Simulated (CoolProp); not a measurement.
Vapour-liquid equilibrium of ethanol (1) + n-octane (2) at 414.2 K; x and y are mole fractions of (1).

Values from CoolProp's multi-fluid Helmholtz-energy mixture model, Schroeder 2014 and Beckmüller 2019; pair parameters Bell 2016.

Give the bubble pressure and the first vapour's composition at x = 0.275, 0.65, 0.875. Is there an azeotrope?

x = 0.275: 559.4 kPa, y = 0.741; x = 0.65: 689.9 kPa, y = 0.831; x = 0.875: 751.4 kPa, y = 0.916. No azeotrope shows between x = 0.05 and 0.95.

The pair parameters rest on a limited set of measurements; away from them the model extrapolates. With so large a gap from Raoult's law the liquid may split in two, which this calculation doesn't test in full.
